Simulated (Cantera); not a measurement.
Adiabatic ignition

An adiabatic, constant-pressure homogeneous reactor starts with 1.91 % CH4, 0.326 % C2H6, 8.14 % O2, 89.6 % N2, at 1598 K and 440000 Pa.

Cantera simulation using GRI-Mech 3.0 (53 species, 325 reactions); the numbers are that mechanism's predictions, not measurements.

| t (s) | T (K) | x CH4 | x C2H6 | x O2 | x HO2 | x CO2 | x NO | x CH3 |
|---|---|---|---|---|---|---|---|---|
| 2.00e-6 | 1598 | 0.0191 | 0.00322 | 0.0814 | 7.16e-7 | 6.30e-9 | <1e-12 | 7.09e-5 |
| 7.43e-6 | 1597 | 0.0191 | 0.00309 | 0.0813 | 8.77e-6 | 5.38e-7 | 1.80e-12 | 0.000250 |
| 2.76e-5 | 1603 | 0.0174 | 0.00221 | 0.0798 | 5.48e-5 | 4.22e-5 | 2.65e-10 | 0.000613 |
| 0.000102 | 2048 | <1e-12 | <1e-12 | 0.0327 | 7.98e-6 | 0.0205 | 2.16e-5 | <1e-12 |
| 0.000381 | 2126 | <1e-12 | <1e-12 | 0.0315 | 1.38e-6 | 0.0251 | 4.19e-5 | <1e-12 |
| 0.00141 | 2131 | <1e-12 | <1e-12 | 0.0314 | 1.12e-6 | 0.0254 | 5.83e-5 | <1e-12 |
| 0.00525 | 2131 | <1e-12 | <1e-12 | 0.0314 | 1.11e-6 | 0.0254 | 0.000113 | <1e-12 |
| 0.0195 | 2130 | <1e-12 | <1e-12 | 0.0313 | 1.11e-6 | 0.0254 | 0.000311 | <1e-12 |
| 0.0725 | 2129 | <1e-12 | <1e-12 | 0.0310 | 1.09e-6 | 0.0254 | 0.000976 | <1e-12 |
| 0.269 | 2125 | <1e-12 | <1e-12 | 0.0301 | 1.06e-6 | 0.0254 | 0.00263 | <1e-12 |
| 1.00 | 2122 | <1e-12 | <1e-12 | 0.0294 | 1.03e-6 | 0.0254 | 0.00409 | <1e-12 |
x: mole fraction; the columns are a selection and need not sum to one.

The time of steepest temperature rise comes out as 61.7 µs, the temperature at 1.00 s comes out as 2122 K and the equilibrium temperature comes out as 2121 K. The x(CH4) at 1.00 s comes out as <1e-12 (gas-phase equilibrium <1e-12). The x(C2H6) at 1.00 s is <1e-12 (gas-phase equilibrium <1e-12) and the x(O2) at 1.00 s is 0.0294 (gas-phase equilibrium 0.0294).
